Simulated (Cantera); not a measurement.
## Counterflow diffusion flame

A counterflow diffusion flame at 0.950 bar, nozzles 20 mm apart: fuel side CH3OH = 1 (molar parts) at 475 K, oxidiser side O2 : N2 = 0.23 : 0.77 (molar parts) at 400 K, fuel mass flux 0.99 times the oxidiser's; mixture-averaged transport, no radiation.

Detailed kinetics in Cantera: GRI-Mech 3.0 (53 species, 325 reactions). GRI-Mech 3.0 was tuned for natural gas; its chemistry of methanol as a main component is partial and can be far from experiment. GRI-Mech 3.0 has no aromatics or soot, which form on the fuel side of real flames. The maximum strain rate includes the flame's own expansion and is several times the mean.

```csv
oxidiser flux (kg/m²/s),max strain (1/s),mean strain (1/s),T max (K),peak x OH,peak x H,peak x NO,peak x CO,peak x C2H2
0.24,166,29.9,2172,0.0114,0.00709,0.000119,0.190,0.000118
0.34,224,42.4,2134,0.0116,0.00791,8.98e-5,0.188,0.000149
0.48,305,59.9,2094,0.0117,0.00877,6.90e-5,0.186,0.000186
0.69,423,86.1,2048,0.0116,0.00964,5.36e-5,0.184,0.000231
0.99,590,123,2002,0.0115,0.0105,4.32e-5,0.180,0.000279
1.4,815,175,1962,0.0114,0.0114,3.67e-5,0.178,0.000332
2,1140,249,1916,0.0111,0.0123,3.08e-5,0.175,0.000381
```
x: mole fraction; the columns are a selection and need not sum to one.
